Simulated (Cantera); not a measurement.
# Ignition delay

Mixture: CH3OH : O2 : N2 = 1 : 1.36 : 6.14 (molar parts), equivalence ratio 1.1, at 101000 Pa, adiabatic and at constant volume. Ignition delay is the time to a rise of 400 K.

Detailed kinetics in Cantera: GRI-Mech 3.0 (53 species, 325 reactions). GRI-Mech 3.0 was tuned for natural gas; its chemistry of methanol as a main component is partial and can be far from experiment.

```tsv
T0 (K)	delay (ms)
1250	4.26
1325	1.48
1400	0.586
1475	0.262
1550	0.130
```

The apparent activation energy between 1400 and 1550 K comes out as 180 kJ/mol.
